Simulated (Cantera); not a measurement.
**Thermodynamics of fluorocarbon and chlorocarbon gases, feed CH₃F + H₂**

Feed: 1 mol CH₃F, 0.11 mol H₂, equilibrated at 6.10 mbar.

Cantera equilibrium calculation (NASA polynomials, part measured and part estimated; ideal gas, pure solids and liquids). Candidate condensed phases: C, C₆H₆, C₇H₈, C₈H₁₈; 110 gas species. Ions and electrons are included (thermal ionisation). Kinetics and transport are ignored.

```tsv
T (K)	log p H	log p H₂	log p HF	log p F	log p C	log p C₃	log p C₂	n C(graphite)
2000	-4.04	-2.50	-2.54	-7.47	-10.52	-10.56	-11.63	0.998
2500	-2.92	-2.64	-2.58	-5.54	-6.78	-6.30	-7.34	0.980
3000	-2.48	-3.36	-2.75	-4.08	-4.30	-3.51	-4.50	0.352
3500	-2.42	-4.38	-3.22	-3.12	-3.26	-3.73	-3.95	0
4000	-2.42	-5.25	-4.17	-2.95	-2.96	-5.33	-4.49	0
4500	-2.42	-5.93	-5.02	-2.94	-2.94	-7.21	-5.33	0
5000	-2.42	-6.47	-5.72	-2.93	-2.93	-8.77	-6.04	0
```
log p: log10 of the partial pressure in bar; n: condensed amount in mol.

From 2000 K to 3000 K the condensed part is C(graphite). From 3500 K to 5000 K nothing is condensed. The main C-bearing gas is C₂H₂ (acetylene) at 2000 K and C at 5000 K.
